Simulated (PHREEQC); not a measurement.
## Nickel, zinc or cadmium bath (model solution)

A solution holds 0.014 mol CdCl2, 0.0002 mol H3BO3 and 0.0075 mol HCl per kg of water, at 32 °C. Closed to the air; pH follows from the charge balance.

The numbers come from PHREEQC with the ion-association model, phreeqc.dat.

Each row changes one thing in this solution. This is a speciation only: nothing precipitates in the calculation.

| case | pH | ionic strength (mol/kgw) | Cl- (mol/kgw) | CdCl+ (mol/kgw) | Cd+2 (mol/kgw) | CdCl2 (mol/kgw) |
|---|---|---|---|---|---|---|
| as made | 2.19 | 0.0324 | 0.0267 | 0.00760 | 0.00578 | 0.000608 |
| diluted 10-fold with water | 3.15 | 0.00440 | 0.00327 | 0.000270 | 0.00113 | … |
| HCl from 0.0075 to 0.00375 mol/kgw | 2.48 | 0.0296 | 0.0234 | 0.00730 | 0.00618 | 0.000520 |
| temperature from 32 to 15 °C | 2.18 | 0.0328 | 0.0268 | 0.00751 | 0.00591 | 0.000573 |
| HCl left out | 5.75 | 0.0268 | 0.0202 | 0.00693 | … | 0.000432 |
| HCl from 0.0075 to 0.015 mol/kgw | 1.89 | 0.0385 | 0.0333 | 0.00805 | 0.00514 | 0.000786 |
| diluted 100-fold with water | … | 0.000487 | 0.000351 | … | … | 5.99e-9 |
| H3BO3 left out | 2.19 | 0.0324 | 0.0267 | 0.00760 | 0.00578 | 0.000608 |

Problem. What belongs in the gaps?

Solution. 
- diluted 10-fold with water, CdCl2 (mol/kgw): 3.26e-6
- HCl left out, Cd+2 (mol/kgw): 0.00663
- diluted 100-fold with water, pH: 4.14
- diluted 100-fold with water, CdCl+ (mol/kgw): 4.20e-6
- diluted 100-fold with water, Cd+2 (mol/kgw): 0.000136

Complexes and solids missing from the database can't appear.
